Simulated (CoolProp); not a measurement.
Vapour-liquid equilibrium of propane (1) + n-pentane (2) at 223.1 K; x and y are mole fractions of (1).

Values from CoolProp's multi-fluid Helmholtz-energy mixture model, Lemmon 2009 and Thol 2019; pair parameters Kunz 2012.

```csv
x,"bubble pressure, mixture model (MPa)","bubble pressure, Raoult's law (MPa)","y, mixture model","y, Raoult's law"
0.05,0.006436,0.004805,0.799,0.733
0.15,0.01527,0.01171,0.923,0.902
0.25,0.02287,0.01861,0.953,0.946
0.35,0.02971,0.02552,0.968,0.966
0.45,0.03610,0.03242,0.977,0.977
0.55,0.04224,0.03933,0.983,0.985
0.65,0.04827,0.04623,0.988,0.990
0.75,0.05431,0.05314,0.992,0.994
0.85,0.06048,0.06004,0.995,0.997
0.95,0.06697,0.06695,0.998,0.999
```

The largest gap from Raoult's law is +33.9 % in bubble pressure, at x = 0.05. No azeotrope shows between x = 0.05 and 0.95.

Pair parameters are fitted to limited data, so mixtures are less certain than the pure fluids.
